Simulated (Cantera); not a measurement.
Charge: 1 mol SiCl4, 1.2 mol C2H4, a varied amount of H2, held at 1327 °C and 10.0 mbar.

These are equilibrium values from Cantera (NASA tables, ideal gas, pure condensed phases), not measurements of a reactor. Candidate condensed phases: C, C6H6, C7H8, C8H18, Si, SiC; 109 gas species. The tables' values for SiCl3 are old estimates; treat these amounts as uncertain. The numbers say what is thermodynamically allowed, not how fast it happens.

x: gas mole fraction; n: condensed amount in mol.

```tsv
n(H2) (mol)	x H2	x HCl	x SiCl2	x SiCl3	n C(graphite)	n SiC(s)
1.1	0.330	0.619	0.0420	0.00617	1.68	0.723
1.7	0.385	0.577	0.0313	0.00398	1.62	0.777
2.7	0.462	0.514	0.0207	0.00213	1.57	0.834
4.3	0.554	0.432	0.0122	0.000963	1.52	0.884
6.7	0.647	0.345	0.00668	0.000392	1.48	0.921
10	…	…	…	0.000157	1.45	0.945
16	0.805	0.192	0.00167	4.88e-5	1.43	0.965
26	0.869	0.130	0.000705	1.34e-5	1.42	0.978
40	0.910	…	…	4.07e-6	1.41	0.986
62	0.939	0.0599	0.000138	1.17e-6	1.40	0.991
98	0.960	0.0389	5.71e-5	3.10e-7	1.40	0.994
150	0.974	0.0258	2.48e-5	8.88e-8	1.39	0.996
240	0.983	0.0163	9.84e-6	2.21e-8	1.39	0.998
```

Q: Fill in the missing entries.

A: 
- 40, x HCl: 0.0894
- 40, x SiCl2: 0.000318
- 10, x H2: 0.726
- 10, x HCl: 0.270
- 10, x SiCl2: 0.00363
